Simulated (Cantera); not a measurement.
Feed: 1 mol SiH2Cl2, 1.2 mol H2O, 0.49 mol H2, equilibrated at 100 Torr.

Method: chemical equilibrium by Gibbs-energy minimisation in Cantera with the NASA 1993 tables (ideal gas, pure condensed phases). Candidate condensed phases: H2O, Si, SiO2; 30 gas species. The numbers say what is thermodynamically allowed, not how fast it happens.

Problem. Which condensed phases are stable at each of these points (T (°C)): 327, 377, 427, 477, 527, 577, 627, 677, 727, 777, 827?

Solution. 
| T (°C) | condensed phases | Si condensed (%) |
|---|---|---|
| 327 | SiO2(α-quartz) | 60.0 |
| 377 | SiO2(α-quartz) | 60.0 |
| 427 | SiO2(α-quartz) | 60.0 |
| 477 | SiO2(α-quartz) | 60.0 |
| 527 | SiO2(α-quartz) | 60.0 |
| 577 | SiO2(β-quartz) | 60.0 |
| 627 | SiO2(β-quartz) | 60.0 |
| 677 | SiO2(β-quartz) | 60.0 |
| 727 | SiO2(β-quartz) | 60.0 |
| 777 | SiO2(β-quartz) | 60.0 |
| 827 | SiO2(β-quartz) | 60.0 |

From 327 °C to 527 °C the condensed part is SiO2(α-quartz). From 577 °C to 827 °C the condensed part is SiO2(β-quartz).
